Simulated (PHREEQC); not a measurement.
HCl is added in steps, without added water, to 1 kg of water holding 0.0045 mol/kgw Pb(NO3)2, 0.014 mol/kgw CaCl2 and 0.0011 mol/kgw H2SO4, at 25 °C. Oxygen alone is held at its pressure in air (log pO2 = -0.68). No CO2 enters from the air. Nothing may precipitate in this run.

Base run: PHREEQC, ion-association model, wateq4f.dat. Each further column changes one thing. The table gives HSO4- (mol/kgw).

```csv
HCl added (mol),base,Debye-Hückel limiting law,database phreeqc.dat,Davies equation for every ion,all activity coefficients set to 1
0,5.43e-5,4.87e-5,5.59e-5,5.25e-5,4.58e-5
0.001875,9.65e-5,8.64e-5,9.93e-5,9.34e-5,8.21e-5
0.003125,0.000123,0.000110,0.000126,0.000119,0.000105
0.005,0.000160,0.000143,0.000164,0.000155,0.000137
0.006875,0.000194,0.000173,0.000199,0.000188,0.000168
0.008125,0.000215,0.000192,0.000221,0.000209,0.000187
0.01,0.000246,0.000218,0.000251,0.000239,0.000214
```

In at least one series the solution becomes supersaturated in solids that the run did not let form, among them Anglesite. phreeqc.dat and wateq4f.dat share most of their constants, so their agreement is no independent check.
